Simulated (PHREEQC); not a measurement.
## Copper plating or etch bath

Solution (25 °C): 0.0013 mol/kgw Cu(NO3)2. Closed to the air; pH follows from the charge balance.

Model: ion-association model, wateq4f.dat, run in PHREEQC.

This is a speciation only: nothing precipitates in the calculation.

Question: Predict the pH.

Answer: pH 5.23.

Complexes and solids missing from the database can't appear.
